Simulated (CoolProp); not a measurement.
Isopentane along the isobar 125 bar: Z from the reference equation and from simpler models built on Tc = 187.2 °C, pc = 33.78 bar, ω = 0.227; each cubic takes its own stable root.

Model: reference Helmholtz-energy equation of state, Lemmon 2006, in CoolProp. It is a short technical equation, of lower accuracy than the large ones.

| T (°C) | phase | reference | van der Waals | Soave-Redlich-Kwong |
|---|---|---|---|---|
| -45.35 | liquid | 0.6887 | 1.092 | 0.7409 |
| -32.55 | liquid | 0.6625 | 1.046 | 0.7104 |
| -19.65 | liquid | 0.6391 | 1.004 | 0.6833 |
| -6.75 | liquid | 0.6183 | 0.9661 | 0.6595 |
| 6.05 | liquid | 0.6001 | 0.9327 | 0.6388 |
| 18.95 | liquid | 0.5837 | 0.9026 | 0.6204 |
| 31.85 | liquid | (withheld) | 0.8754 | 0.6044 |
| 44.65 | liquid | 0.5567 | (withheld) | 0.5906 |
| 57.55 | liquid | 0.5455 | (withheld) | 0.5786 |
| 70.45 | liquid | 0.5358 | (withheld) | 0.5685 |
| 83.35 | liquid | 0.5276 | 0.7911 | (withheld) |
| 96.15 | liquid | 0.5207 | 0.7750 | 0.5535 |

Task: Complete the blanks.

Result: 
- 31.85, reference: 0.5693
- 44.65, van der Waals: 0.8511
- 57.55, van der Waals: 0.8290
- 70.45, van der Waals: 0.8090
- 83.35, Soave-Redlich-Kwong: 0.5601
